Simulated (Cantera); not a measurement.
Input: 1 mol HCl, 2.5 mol O₂, at 1952 °C and 13300 Pa.

Cantera equilibrium calculation (NASA polynomials, part measured and part estimated; ideal gas, pure solids and liquids). Candidate condensed phases: H₂O; 14 gas species. The numbers say what is thermodynamically allowed, not how fast it happens.

Base state: O₂ 0.652, HCl 0.152, Cl 0.122, H₂O 0.0569, OH 0.00912, O 0.00700, Cl₂ 0.000771, ClO 0.000465 (mole fractions); condensed: gas only.

What changes in the equilibrium state with this change: pressure from 13300 Pa to 1400 Pa?


```
species    before     after
-------  --------  --------
O₂          0.652     0.623
Cl          0.122     0.152
HCl         0.152     0.118
O         0.00700    0.0211
OH        0.00912    0.0171
H₂O        0.0569    0.0660
Cl₂      0.000771  0.000127
H        0.000284   0.00168
```
